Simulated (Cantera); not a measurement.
Source: NASA polynomial tables (part measured, part estimated), evaluated in Cantera. Values are per mole of reaction as written; species without (g) are pure solids or liquids, kept so even where they would boil at 1 bar.

2 V + 3 H₂O₂(g) → V₂O₃ + 3 H₂O(g), with ΔH° = -1535.3 kJ and ΔS° = -96.6 J/K at 300 K.

**Question.** How far is the shortcut ΔG° ≈ ΔH°(300 K) − T·ΔS°(300 K) from the full temperature-dependent value at 1950, 2000, 2050, 2100, 2150, 2200, 2250, 2300, 2350, 2400, 2450 K?

**Answer.** 
```tsv
T (K)	shortcut (kJ)	full (kJ)	difference (kJ)	difference in log10 K	condensed phases
1950	-1346.9	-1391.0	44.1	-1.18	V(s), V₂O₃(s)
2000	-1342.1	-1388.1	46.0	-1.20	V(s), V₂O₃(s)
2050	-1337.2	-1385.2	48.0	-1.22	V(s), V₂O₃(s)
2100	-1332.4	-1382.4	50.0	-1.24	V(s), V₂O₃(s)
2150	-1327.6	-1379.5	52.0	-1.26	V(s), V₂O₃(s)
2200	-1322.7	-1376.5	53.8	-1.28	V(l), V₂O₃(s)
2250	-1317.9	-1372.7	54.8	-1.27	V(l), V₂O₃(s)
2300	-1313.1	-1368.9	55.9	-1.27	V(l), V₂O₃(s)
2350	-1308.3	-1365.7	57.4	-1.28	V(l), V₂O₃(l)
2400	-1303.4	-1364.4	61.0	-1.33	V(l), V₂O₃(l)
2450	-1298.6	-1363.1	64.5	-1.38	V(l), V₂O₃(l)
```
The shortcut ignores heat capacities and the phase changes listed.
